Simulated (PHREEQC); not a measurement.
Make-up at 70 °C: 3.4e-05 mol FeCl3, 4.1e-07 mol CuCl2, 0.00097 mol H2SO4 and 4e-05 mol NaCl per kg of water. Closed to the air; pH follows from the charge balance.

Model: ion-association model, wateq4f.dat, run in PHREEQC.

This is a speciation only: nothing precipitates in the calculation.

Order these S species by the share of S that they hold, largest first: FeSO4+, HSO4-, SO4-2.

SO4-2 (71 %), HSO4- (29 %), FeSO4+ (0.49 %)

Order these Cu species by the share of Cu that they hold, largest first: CuCl+, Cu+2, CuSO4.

Cu+2 (90 %), CuSO4 (10 %), CuCl+ (0.18 %)

The pH is 2.79 and the ionic strength 0.00250 mol/kgw. The solution is supersaturated, for example in Hematite (slow to form), Goethite (slow to form), so a real one may precipitate; this is no full list. Complexes and solids missing from the database can't appear. At this temperature some constants are extrapolated from 25 °C, and those without enthalpy data are left unchanged.
